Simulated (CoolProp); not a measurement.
The numbers come from the reference Helmholtz-energy equation of state, Gao 2020 in CoolProp.

Problem. For ammonia, give the phase and the cv (kJ/(kg K)), speed of sound (m/s), Joule-Thomson coefficient (K/MPa), viscosity (µPa s) at 345.5 K and 1.89 MPa; 345.5 K and 17 MPa.

Solution. 
- 345.5 K and 1.89 MPa: gas; cv 2.08, speed of sound 432, Joule-Thomson coefficient 15.8, viscosity 11.7
- 345.5 K and 17 MPa: liquid; cv 2.73, speed of sound 1120, Joule-Thomson coefficient 0.0286, viscosity 94.4

Viscosity comes from a separate model (Fenghour 1995).
